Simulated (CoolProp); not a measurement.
Saturation properties of p-xylene (Tc = 616.2 K, pc = 3.532 MPa, ω = 0.324).

The numbers come from the reference Helmholtz-energy equation of state, Zhou 2012 in CoolProp.

```tsv
T (K)	p (MPa)	liquid density (kg/m³)	enthalpy of vaporisation (kJ/kg)	liquid viscosity (µPa s)	vapour viscosity (µPa s)	liquid conductivity (mW/(m K))
405.2	0.08542	759.2	340.2	230	8.60	101
410.3	0.09819	754.2	337.1	222	8.69	100
415.4	0.1124	749.1	333.9	214	8.79	99.0
420.6	0.1285	743.9	330.6	206	8.89	98.0
425.7	0.1461	738.7	327.4	199	8.99	97.0
430.8	0.1654	733.4	324.1	192	9.09	96.0
435.9	0.1867	728.1	320.7	186	9.19	95.1
441	0.2100	722.7	317.2	179	9.29	94.2
```

It boils at 411.5 K under 1 atm.

Viscosity comes from a separate model (Balogun 2015). Thermal conductivity comes from a separate model (Mylona 2014).
